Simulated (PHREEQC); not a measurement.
Make-up at 25 °C: 1.5 mol K2CO3 and 0.00042 mol H4SiO4 per kg of water. Closed to the air; pH follows from the charge balance.

Computed with PHREEQC (Pitzer model, pitzer.dat).

| Quantity | Result |
|---|---|
| pH | 12.05 |
| ionic strength | 4.49 mol/kgw |
| activity of water | 0.932 |
| density | 1.153 g/cm³ |
| osmotic coefficient | 0.865 |
| total alkalinity | 3000 meq/kg |

```csv
species,molality,activity,log γ
K+,3.00,1.36,-0.343
CO3-2,1.49,0.199,-0.875
HCO3-,0.00800,0.00391,-0.311
OH-,0.00734,0.0105,0.155
H2SiO4-2,0.000240,5.47e-6,-1.642
H3SiO4-,0.000180,7.23e-5,-0.395
H4SiO4,3.69e-7,4.41e-7,0.078
CO2,6.10e-9,8.28e-9,0.133
```

Precipitation was switched off in this run. In brines, pH and single-ion activities rest on the MacInnes convention.
